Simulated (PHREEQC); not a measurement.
PHREEQC input (ion-association model, wateq4f.dat):

```
SOLUTION_MASTER_SPECIES
  An  An-  0  An  62.0  # stands for a non-complexing anion
SOLUTION_SPECIES
  An- = An-
    -log_k 0
    -gamma 3.0 0
PHASES
  Fix_H+
    H+ = H+
    -log_k 0
SOLUTION 1
  temp 25
  units mmol/kgw
  pH 7 charge
  Na 5
  An 5
END
SELECTED_OUTPUT 1
  -reset false
  -pH true
  -pe true
  -ionic_strength true
  -water true
  -totals Na
  -molalities Hfo_wOH Hfo_wOH2+ Hfo_wO- Hfo_sOH Hfo_sOH2+ Hfo_sO-
USER_PUNCH 1
  -headings sigma psi
  10 PUNCH EDL("sigma", "Hfo"), EDL("psi", "Hfo")
PRINT
  -reset false
USE solution 1
SURFACE 1
  Hfo_wOH 3.82022e-05 600 0.017
  Hfo_sOH 9.55056e-07
EQUILIBRIUM_PHASES 1
  Fix_H+ -4 HAn 10
    -force_equality true
  O2(g) -0.68 10
END
# ... the last block is repeated for the other 12 points of pH, with NaOH or the acid as the point needs
```

Selected output (columns that matter, 13 of 13 rows; pH added in front):

```
pH	mu	Na	m_Hfo_wOH	m_Hfo_wOH2+	m_Hfo_wO-	m_Hfo_sOH	m_Hfo_sOH2+	m_Hfo_sO-	sigma	psi
4	0.0051168	0.005	1.8588e-05	1.9202e-05	4.122e-07	4.647e-07	4.8006e-07	1.0305e-08	0.1822	0.19379
4.67	0.005029	0.005	2.4192e-05	1.2977e-05	1.0332e-06	6.048e-07	3.2443e-07	2.5829e-08	0.11582	0.17099
5.33	0.0050086	0.005	2.7307e-05	8.9964e-06	1.8988e-06	6.8268e-07	2.2491e-07	4.747e-08	0.068823	0.14447
6	0.0050031	0.005	2.8694e-05	6.6875e-06	2.8205e-06	7.1736e-07	1.6719e-07	7.0512e-08	0.037497	0.11373
6.67	0.0050012	0.005	2.9166e-05	5.4802e-06	3.556e-06	7.2915e-07	1.3701e-07	8.8899e-08	0.018659	0.079629
7.33	0.0050005	0.005	2.9296e-05	4.8632e-06	4.043e-06	7.324e-07	1.2158e-07	1.0107e-07	0.0079531	0.043769
8	0.005001	0.005001	2.9325e-05	4.4906e-06	4.387e-06	7.3312e-07	1.1226e-07	1.0967e-07	0.0010047	0.0062073
8.67	0.0050053	0.0050056	2.9312e-05	4.166e-06	4.7245e-06	7.3279e-07	1.0415e-07	1.1811e-07	-0.0054154	-0.031511
9.33	0.0050239	0.0050246	2.9229e-05	3.7406e-06	5.2323e-06	7.3073e-07	9.3515e-08	1.3081e-07	-0.014465	-0.067859
10	0.0051098	0.0051114	2.8906e-05	3.0791e-06	6.2168e-06	7.2266e-07	7.6977e-08	1.5542e-07	-0.030425	-0.10278
10.67	0.0055104	0.0055135	2.7814e-05	2.1518e-06	8.2363e-06	6.9535e-07	5.3794e-08	2.0591e-07	-0.059	-0.1342
11.33	0.007351	0.0073569	2.454e-05	1.0981e-06	1.2564e-05	6.1351e-07	2.7453e-08	3.1409e-07	-0.11118	-0.15918
12	0.016419	0.01643	1.5571e-05	2.4817e-07	2.2383e-05	3.8929e-07	6.2043e-09	5.5956e-07	-0.21463	-0.17229
```

Complexes and solids missing from the database can't appear.
